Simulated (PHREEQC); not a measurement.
A solution holds 0.0067 mol TMAH and 0.00065 mol HF per kg of water, at 70 °C. Closed to the air; pH follows from the charge balance.

Equilibrium calculation in PHREEQC: ion-association model, phreeqc.dat.

```
Quantity                   Result
----------------  ---------------
pH                          10.53
ionic strength    0.00670 mol/kgw
total alkalinity      6.05 meq/kg
```

| species | molality | activity | log γ |
|---|---|---|---|
| (CH3)4N+ | 0.00670 | 0.00609 | -0.041 |
| OH- | 0.00605 | 0.00550 | -0.042 |
| F- | 0.000650 | 0.000590 | -0.042 |

This is a speciation only: nothing precipitates in the calculation. (CH3)4N+ isn't in the database: it is added as a free cation with an ion size of 4 Å. Constants without temperature data keep their 25 °C values here.
